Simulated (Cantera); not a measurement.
Charge: 1 mol Si3N4, 160 mol H2.

These are equilibrium values from Cantera (NASA tables, ideal gas, pure condensed phases), not measurements of a reactor. Candidate condensed phases: Si, Si3N4; 18 gas species. Rates play no part.

### Question
What condenses at these points (T in K, P in Pa): (1848, 3200); (1998, 3200); (1948, 320); (1973, 100); (2048, 32)?

### Answer
```json
[
 {"T (K)": "1848", "P in Pa": "3200", "condensed phases": "Si", "Si condensed (%)": "98.5"},
 {"T (K)": "1998", "P in Pa": "3200", "condensed phases": "Si", "Si condensed (%)": "91.0"},
 {"T (K)": "1948", "P in Pa": "320", "condensed phases": "Si", "Si condensed (%)": "56.8"},
 {"T (K)": "1973", "P in Pa": "100", "condensed phases": "gas only", "Si condensed (%)": "0.0"},
 {"T (K)": "2048", "P in Pa": "32", "condensed phases": "gas only", "Si condensed (%)": "0.0"}
]
```
